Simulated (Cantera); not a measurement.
**Catalytic combustion on Pt**

An isothermal plug-flow reactor at 825 K and 0.200 bar (inlet), inlet velocity 0.78 m/s, active area per volume 7500 1/m; feed 0.807 % CH₄, 13.1 % O₂, 86.1 % N₂, equivalence ratio 0.12.

Detailed kinetics in Cantera: Deutschmann's 1995 Pt surface mechanism with GRI-Mech 3.0 gas chemistry. Catalytic surfaces can have several steady states; this one follows from the mechanism file's or the stated starting coverage. Mass transfer to the wall is taken as infinitely fast.

```tsv
z (m)	x CH₄	x O₂	x H₂O	x CO₂	x CO	θ free Pt	θ O*	θ OH*
0.00048	0.00776	0.130	0.000608	0.000302	1.55e-6	0.0820	0.918	0.000288
0.00092	0.00749	0.130	0.00115	0.000571	1.50e-6	0.0821	0.918	0.000393
0.0018	0.00698	0.129	0.00217	0.00108	1.40e-6	0.0822	0.917	0.000539
0.0034	0.00613	0.127	0.00386	0.00193	1.23e-6	0.0825	0.917	0.000719
0.0067	0.00468	0.124	0.00677	0.00338	9.42e-7	0.0830	0.916	0.000952
0.013	0.00277	0.120	0.0106	0.00529	5.60e-7	0.0837	0.915	0.00120
0.025	0.00100	0.117	0.0141	0.00706	2.03e-7	0.0844	0.914	0.00139
0.048	0.000138	0.115	0.0159	0.00793	2.81e-8	0.0847	0.914	0.00147
```
x: gas mole fraction; θ: surface coverage.
